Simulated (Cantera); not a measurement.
Charge: 1 mol FeS2, 0.82 mol H2S, 22 mol N2, equilibrated at 0.170 bar.

Cantera equilibrium calculation (NASA polynomials, part measured and part estimated; ideal gas, pure solids and liquids). Candidate condensed phases: Fe, FeS, FeS2, S; 16 gas species. FeS: taken at fixed stoichiometry. Kinetics and transport are ignored.

### Question
At 1375 K, list the 5 most abundant gas species with their mole fractions, and the condensed phases.

### Answer
N2 0.933, S2 0.0325, H2 0.0227, H2S 0.0119, SH 0.000256. Condensed: FeS(s).
